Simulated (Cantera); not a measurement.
Input: 1 mol V₂O₃, 1.2 mol H₂, 6.5 mol N₂, held at 950 K and 46.0 Pa.

Cantera equilibrium calculation (NASA polynomials, part measured and part estimated; ideal gas, pure solids and liquids). Candidate condensed phases: H₂O, V, VN, VO, V₂O₃, V₂O₄, V₂O₅; 28 gas species. VN: taken at fixed stoichiometry. Condensed phases not in the tables: the oxides between V₂O₃ and V₂O₅ other than VO₂, V₂N. The numbers say what is thermodynamically allowed, not how fast it happens.

Task: What is the equilibrium state?

Result: 
```
Quantity                                   Value
----------------------------------  ------------
x(N₂)                                      0.844
x(H₂)                                      0.156
x(H₂O)                                   8.18e-5
n(VN(s))                            0.000420 mol
n(V₂O₃(s))                             1.000 mol
gas amount                             7.700 mol
log10 activity of V(s) (absent)            -5.74
log10 activity of V₂O₅(l) (absent)        -18.68
```
